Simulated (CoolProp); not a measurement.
Isopentane along the isobar 1.03 MPa: fugacity coefficient from the reference equation and from simpler models built on Tc = 460.3 K, pc = 3.378 MPa, ω = 0.227; each cubic takes its own stable root.

Values from CoolProp's reference Helmholtz-energy equation of state, Lemmon 2006. It is a short technical equation, of lower accuracy than the large ones.

```csv
T (K),phase,reference
409.9,gas,0.8482
417.4,gas,0.8572
425,gas,0.8656
432.5,gas,0.8732
440,gas,0.8802
447.5,gas,0.8868
455,gas,0.8928
462.5,gas,0.8985
470,gas,0.9038
477.5,gas,0.9087
485,gas,0.9133
492.5,gas,0.9177
500,gas,0.9217
```

Question: How far does each simpler model (van der Waals, Soave-Redlich-Kwong, Peng-Robinson) lie from the reference over these 13 states: mean and median of the absolute difference, and the worst?

Answer: 
- van der Waals: mean 1.8 %, median 1.6 %, worst +3.9 % at 409.9 K and 1.03 MPa
- Soave-Redlich-Kwong: mean 0.2 %, median 0.1 %, worst +0.4 % at 409.9 K and 1.03 MPa
- Peng-Robinson: mean 1.0 %, median 1.0 %, worst -1.0 % at 447.5 K and 1.03 MPa
